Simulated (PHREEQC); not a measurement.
A solution holds 0.00031 mol Ag2SO4, 0.0031 mol HF and 0.00063 mol Na2SO4 per kg of water, at 25 °C. Closed to the air; pH follows from the charge balance.

Computed with PHREEQC (ion-association model, wateq4f.dat).

This is a speciation only: nothing precipitates in the calculation.

Question: Order these S species by the share of S that they hold, largest first: SO4-2, HSO4-, AgSO4-, NaSO4-.

Answer: SO4-2 (91 %), HSO4- (7.9 %), AgSO4- (0.83 %), NaSO4- (0.44 %)

The pH is 2.96 and the ionic strength 0.00387 mol/kgw.
